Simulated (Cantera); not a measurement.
Input (Python, Cantera) and output of one run.

```python
import numpy as np
import cantera as ct

gas_names = """
    F F2 H HF H2 H2F2 H3F3 H4F4 H5F5 H6F6 H7F7 N NF NF2 NF3 NH NH2 NH3 N2 N2H2 N2H4 Si SiF SiF2 SiF3
    SiF4 SiH SiHF3 SiH2 SiH2F2 SiH3 SiH3F SiH4 SiN Si2 Si2N Si3
""".split()
cond_names = """
    Si(cr) Si(L) Si3N4(a)
""".split()


# ... load() reads the species with a 1 bar reference pressure and builds the phases ...
atoms = {
    'SiF4': {'Si': 1, 'F': 4},
    'NH3': {'N': 1, 'H': 3},
    'N2': {'N': 2},
}
top_T = {'Si3N4(a)': 2400}  # K; cautious upper limits of use, not melting points


# ... equilibrate(T, P, feed) seeds the gas with the atoms and calls Mixture.equilibrate('TP', solver="vcs", rtol=1e-11, max_steps=5000) ...
results = []
feed = {'SiF4': 1, 'NH3': 0.58, 'N2': 7.4}  # mol
P = 3500  # Pa
for T in [1250, 1275, 1300, 1325, 1350, 1375, 1400, 1425, 1450, 1475, 1500]:
    mix = equilibrate(T, P, feed)
    results.append((T, P, feed, dict(zip(mix.species_names, mix.species_moles))))
    x = sorted(zip(gas.X, gas.species_names), reverse=True)
    print(f"T = {T:g} K  P = {P:g} Pa  gas = {mix.phase_moles(0):.4g} mol")
    print("   x: " + "  ".join(f"{s} {v:.3e}" for v, s in x if v > 1e-06))
    print("   condensed (mol): " + ("  ".join(f"{mix.phase(i).name} {mix.phase_moles(i):.4g}"
          for i in range(1, mix.n_phases) if mix.phase_moles(i) > 1e-12) or "none"))
```

Result:

```
T = 1250 K  P = 3500 Pa  gas = 9.564 mol
   x: N2 8.040e-01  SiF4 1.034e-01  H2 9.006e-02  HF 1.455e-03  SiF3 6.644e-04  SiHF3 3.619e-04  SiF2 4.109e-06
   condensed (mol): Si3N4(a) 0.0003342
T = 1275 K  P = 3500 Pa  gas = 9.565 mol
   x: N2 8.039e-01  SiF4 1.031e-01  H2 8.993e-02  HF 1.648e-03  SiF3 9.392e-04  SiHF3 4.106e-04  SiF2 7.740e-06  H 1.182e-06
   condensed (mol): Si3N4(a) 0.0002238
T = 1300 K  P = 3500 Pa  gas = 9.566 mol
   x: N2 8.038e-01  SiF4 1.027e-01  H2 8.978e-02  HF 1.856e-03  SiF3 1.309e-03  SiHF3 4.632e-04  SiF2 1.422e-05  H 1.772e-06
   condensed (mol): Si3N4(a) 4.259e-05
T = 1325 K  P = 3500 Pa  gas = 9.568 mol
   x: N2 8.037e-01  SiF4 1.023e-01  H2 8.957e-02  HF 2.220e-03  SiF3 1.686e-03  SiHF3 4.869e-04  SiF2 2.238e-05  H 2.616e-06  SiH2F2 1.098e-06
   condensed (mol): none
T = 1350 K  P = 3500 Pa  gas = 9.57 mol
   x: N2 8.035e-01  SiF4 1.018e-01  H2 8.931e-02  HF 2.684e-03  SiF3 2.113e-03  SiHF3 5.015e-04  SiF2 3.341e-05  H 3.807e-06  SiH2F2 1.163e-06
   condensed (mol): none
T = 1375 K  P = 3500 Pa  gas = 9.573 mol
   x: N2 8.033e-01  SiF4 1.013e-01  H2 8.900e-02  HF 3.230e-03  SiF3 2.616e-03  SiHF3 5.138e-04  SiF2 4.882e-05  H 5.464e-06  SiH2F2 1.220e-06
   condensed (mol): none
T = 1400 K  P = 3500 Pa  gas = 9.576 mol
   x: N2 8.030e-01  SiF4 1.006e-01  H2 8.865e-02  HF 3.868e-03  SiF3 3.201e-03  SiHF3 5.240e-04  SiF2 6.993e-05  H 7.741e-06  SiH2F2 1.270e-06
   condensed (mol): none
T = 1425 K  P = 3500 Pa  gas = 9.58 mol
   x: N2 8.028e-01  SiF4 9.988e-02  H2 8.824e-02  HF 4.609e-03  SiF3 3.878e-03  SiHF3 5.321e-04  SiF2 9.839e-05  H 1.083e-05  SiH2F2 1.312e-06
   condensed (mol): none
T = 1450 K  P = 3500 Pa  gas = 9.584 mol
   x: N2 8.024e-01  SiF4 9.902e-02  H2 8.777e-02  HF 5.465e-03  SiF3 4.652e-03  SiHF3 5.382e-04  SiF2 1.362e-04  H 1.498e-05  SiH2F2 1.347e-06
   condensed (mol): none
T = 1475 K  P = 3500 Pa  gas = 9.588 mol
   x: N2 8.020e-01  SiF4 9.803e-02  H2 8.723e-02  HF 6.446e-03  SiF3 5.530e-03  SiHF3 5.424e-04  SiF2 1.856e-04  H 2.048e-05  SiH2F2 1.375e-06
   condensed (mol): none
T = 1500 K  P = 3500 Pa  gas = 9.594 mol
   x: N2 8.016e-01  SiF4 9.692e-02  H2 8.661e-02  HF 7.563e-03  SiF3 6.517e-03  SiHF3 5.448e-04  SiF2 2.493e-04  H 2.769e-05  SiH2F2 1.396e-06
   condensed (mol): none
```

These are equilibrium values from Cantera (NASA tables, ideal gas, pure condensed phases), not measurements of a reactor. The tables' values for SiF3, SiF2 are old estimates; treat these amounts as uncertain.
